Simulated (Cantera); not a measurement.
Input (Python, Cantera):

```python
import numpy as np
import cantera as ct

gas = ct.Solution("h2o2.yaml")


def delay(T, t_max=10):
    gas.TPX = T, 100000, {'H2': 1, 'O2': 0.455, 'N2': 1.71, 'H2O': 0.7}
    reactor = ct.IdealGasReactor(gas, clone=False)
    net = ct.ReactorNet([reactor])
    net.rtol, net.atol = 1e-8, 1e-16
    while net.time < t_max:
        t_old, T_old = net.time, reactor.T
        net.step()
        if reactor.T > T + 400:  # ignition: a rise of 400 K
            return t_old + (T + 400 - T_old) / (reactor.T - T_old) * (net.time - t_old)
    return np.nan


taus = []
for T in [875, 975, 1075, 1175, 1275, 1375]:
    taus.append(delay(T))
    print(f"T0 = {T:6g} K   tau = {taus[-1]:.4e} s")
```

Output:

```
T0 =    875 K   tau = 9.8799e-01 s
T0 =    975 K   tau = 4.6500e-02 s
T0 =   1075 K   tau = 5.4456e-04 s
T0 =   1175 K   tau = 8.3387e-05 s
T0 =   1275 K   tau = 4.2472e-05 s
T0 =   1375 K   tau = 2.7491e-05 s
```

Cantera simulation using the H2/O2 subset of GRI-Mech 3.0, which has no nitrogen chemistry; the numbers are that mechanism's predictions, not measurements. Below about 950 K walls govern HO2 and H2O2 in real vessels.
